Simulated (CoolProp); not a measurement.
Vapour-liquid equilibrium of cyclohexane (1) + ethylbenzene (2) at 316.7 K; x and y are mole fractions of (1).

Computed with CoolProp (multi-fluid Helmholtz-energy mixture model, Zhou 2014 and Zhou 2012; pair parameters Bell 2016).

| x | bubble pressure, mixture model (MPa) | bubble pressure, Raoult's law (MPa) | y, mixture model | y, Raoult's law |
|---|---|---|---|---|
| 0.05 | [?] | 0.004682 | 0.354 | 0.303 |
| 0.2 | [?] | 0.008421 | [?] | 0.674 |
| 0.35 | [?] | 0.01216 | [?] | 0.816 |
| 0.5 | [?] | 0.01590 | [?] | 0.892 |
| 0.65 | 0.02091 | 0.01964 | 0.933 | 0.939 |
| 0.8 | 0.02402 | 0.02337 | 0.963 | 0.971 |
| 0.95 | 0.02722 | 0.02711 | 0.991 | 0.994 |

**Question.** Some entries are withheld; supply them.

**Answer.** 
- 0.05, bubble pressure, mixture model (MPa): 0.005065
- 0.2, bubble pressure, mixture model (MPa): 0.009753
- 0.2, y, mixture model: 0.715
- 0.35, bubble pressure, mixture model (MPa): 0.01396
- 0.35, y, mixture model: 0.834
- 0.5, bubble pressure, mixture model (MPa): 0.01763
- 0.5, y, mixture model: 0.895

The largest gap from Raoult's law is +15.8 % in bubble pressure, at x = 0.2. No azeotrope shows between x = 0.05 and 0.95.

Pair parameters are fitted to limited data, so mixtures are less certain than the pure fluids.
